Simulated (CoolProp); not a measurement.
Computed with CoolProp (reference Helmholtz-energy equation of state, Lemmon 2006). It is a short technical equation, of lower accuracy than the large ones.

Q: Give the vapour pressure (bar), enthalpy of vaporisation (kJ/kg), liquid cp (kJ/(kg K)), surface tension (mN/m) of saturated C3F8 (R218) at 259.8, 312.9 K.

A: 
```csv
T (K),p (bar),enthalpy of vaporisation (kJ/kg),liquid cp (kJ/(kg K)),surface tension (mN/m)
259.8,2.62,95.9,1.03,7.80
312.9,12.7,65.4,1.28,2.36
```

Surface tension comes from a separate correlation (Mulero 2012).
